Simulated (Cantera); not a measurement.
Cantera with NASA thermochemical tables; ideal gases at 1 bar, condensed phases pure. Values are per mole of reaction as written; species without (g) are pure solids or liquids, kept so even where they would boil at 1 bar. TaC: taken at fixed stoichiometry.

### Question
Between 300 and 2398 K, where is each reaction favourable under standard conditions?
- 3 Ta + C3H8(g) = 4 H2(g) + 3 TaC

### Answer
- 3 Ta + C3H8(g) = 4 H2(g) + 3 TaC: ΔG° is -404 kJ at 300 K and -1061 kJ at 2398 K; it stays negative (K > 1). ΔH° is -294 kJ and ΔS° 320 J/K at 2398 K.
